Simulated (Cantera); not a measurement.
A closed system holds: 1 mol FeS, 0.12 mol H2S, 2 mol N2, at 1398.15 K and 10.0 mbar.

Cantera equilibrium calculation (NASA polynomials, part measured and part estimated; ideal gas, pure solids and liquids). Candidate condensed phases: Fe, FeS, FeS2, S; 16 gas species. FeS: taken at fixed stoichiometry. The numbers say what is thermodynamically allowed, not how fast it happens.

Base state: N2 0.920, H2 0.0501, S2 0.0250, H2S 0.00488, SH 0.000371, S 1.81e-5, H 1.06e-5 (mole fractions); condensed: FeS(s).

### Question
What changes in the equilibrium state with this change: 1.2 mol NH3 added?

### Answer
```json
[
 {"species": "N2", "before": "0.920", "after": "0.572"},
 {"species": "H2", "before": "0.0501", "after": "0.406"},
 {"species": "H2S", "before": "0.00488", "after": "0.0169"},
 {"species": "S2", "before": "0.0250", "after": "0.00455"},
 {"species": "H", "before": "1.06e-5", "after": "3.02e-5"},
 {"species": "S", "before": "1.81e-5", "after": "7.73e-6"},
 {"species": "SH", "before": "0.000371", "after": "0.000451"},
 {"species": "FeS(s), mol", "before": "1.00", "after": "1.000"}
]
```
